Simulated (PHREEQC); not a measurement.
2.5 g of hydrous ferric oxide (600 m²/g; 0.2 weak and 0.005 strong sites per Fe, Dzombak-Morel constants, diffuse double layer) in 1 kg of water with 0.001 mol/kgw of an inert sodium salt and 0.02 mmol/kgw Na2SO4, at 25 °C; the pH is set by adding NaOH or the inert anion's acid. Oxygen alone is held at its pressure in air (log pO2 = -0.68). The system is closed to CO2. Nothing may precipitate in this run.

The numbers come from PHREEQC with the ion-association model, wateq4f.dat.

Predict S sorbed (%), surface charge σ (C/m²), surface potential ψ (mV) at pH = 5.5, 5.88, 8.12, 9.62.


```
pH    S sorbed (%)  surface charge σ (C/m²)  surface potential ψ (mV)
----  ------------  -----------------------  ------------------------
5.5           99.9                    0.035                       143
5.88          99.7                    0.023                       124
8.12           2.3                    0.000                        -1
9.62           0.0                   -0.010                       -86
```
